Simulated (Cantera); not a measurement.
A closed system holds: 1 mol Fe2O3, 0.41 mol SO3, 1.2 mol N2, at 12.8 Torr.

Cantera equilibrium calculation (NASA polynomials, part measured and part estimated; ideal gas, pure solids and liquids). Candidate condensed phases: Fe, FeO, FeS, FeSO4, FeS2, Fe2O3, Fe2(SO4)3, Fe3O4, S; 19 gas species. Kinetics and transport are ignored.

x: gas mole fraction; n: condensed amount in mol.

```csv
T (K),x N2,x SO2,x O2,x SO3,x NO,x O,x SO,n Fe2O3(s),n Fe2(SO4)3(s),n Fe3O4(s)
750,0.972,0.0116,0.00579,0.0106,1.48e-7,<1e-12,<1e-12,0.872,0.128,0
850,0.688,0.154,0.0771,0.0807,2.55e-6,…,<1e-12,1.00,0,0
950,0.670,0.201,0.101,0.0279,1.12e-5,…,1.37e-12,1.00,0,0
1050,0.664,0.217,0.109,0.00965,3.49e-5,…,5.48e-11,1.00,0,0
1150,0.662,0.223,0.111,0.00380,8.76e-5,…,1.13e-9,1.00,0,0
1250,0.662,0.224,0.112,0.00171,0.000189,…,1.42e-8,1.00,0,0
1350,0.661,0.225,0.112,0.000864,0.000363,…,1.23e-7,1.00,0,0
1450,0.661,0.225,0.112,0.000480,0.000637,…,7.86e-7,1.00,0,0
1550,0.605,0.207,0.187,0.000340,0.00128,…,2.81e-6,0,0,0.667
1650,0.605,0.207,0.186,0.000217,0.00197,…,1.16e-5,0,0,0.667
1750,0.604,0.207,0.186,0.000146,0.00288,…,4.09e-5,0,0,0.667
```

Q: Some entries are withheld; supply them.

A: 
- 850, x O: 1.58e-12
- 950, x O: 7.73e-11
- 1050, x O: 1.69e-9
- 1150, x O: 2.13e-8
- 1250, x O: 1.78e-7
- 1350, x O: 1.08e-6
- 1450, x O: 5.16e-6
- 1550, x O: 2.59e-5
- 1650, x O: 8.58e-5
- 1750, x O: 0.000247
